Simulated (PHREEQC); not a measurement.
A solution holds 0.0016 mol MnSO4, 0.00012 mol CuCl2, 0.0018 mol HCl and 0.022 mol Na2SO4 per kg of water, at 25 °C. It is in equilibrium with CO2 at log p = -1 (atm). Otherwise closed; pH follows from the charge balance.

All values are PHREEQC results (ion-association model, wateq4f.dat), not measurements.

| quantity | before | after |
|---|---|---|
| pH | 3.09 | 3.44 |
| ionic strength (mol/kgw) | 0.0665 | 0.0638 |
| NaSO4- (mol/kgw) | 0.00181 | 0.00210 |
| HSO4- (mol/kgw) | 0.000842 | 0.00137 |
| HCO3- (mol/kgw) | 2.30e-6 | 2.02e-6 |
| CuCl+ (mol/kgw) | 1.65e-7 | 1.40e-6 |
| SI of Mirabilite (Na2SO4:10H2O) | -3.89 | -6.14 |
| SI of Chalcanthite (CuSO4:5H2O) | -3.95 | -4.23 |

### Question
Which change was made?
(A) HCl left out
(B) temperature from 25 to 55 °C
(C) temperature from 25 to 80 °C
(D) HCl from 0.0018 to 0.00198 mol/kgw
(E) HCl replaced by (CH3)4NCl at the same molality

### Answer
C, temperature from 25 to 80 °C

This is a speciation only: nothing precipitates in the calculation. Constants without temperature data keep their 25 °C values here.
